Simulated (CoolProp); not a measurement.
Neopentane at several states: fugacity coefficient from the reference equation and from simpler models built on Tc = 433.7 K, pc = 31.96 bar, ω = 0.196; each cubic takes its own stable root.

The numbers come from the reference Helmholtz-energy equation of state, Lemmon 2006 in CoolProp. It is a short technical equation, of lower accuracy than the large ones.

```csv
T (K),p (bar),phase,reference,van der Waals,Redlich-Kwong,Soave-Redlich-Kwong,Peng-Robinson
367.8,1.65,gas,0.9707,0.9773,0.9720,0.9708,0.9685
292.5,131,liquid,0.01954,0.09135,0.02857,0.02021,0.01872
321.3,25.1,liquid,0.1358,0.3225,0.1755,0.1377,0.1343
281.6,30.9,liquid,0.03524,0.1538,0.05172,0.03560,0.03512
376.6,0.567,gas,0.9907,0.9926,0.9910,0.9906,0.9898
405.8,145,liquid,0.1821,0.2694,0.2023,0.1929,0.1753
```
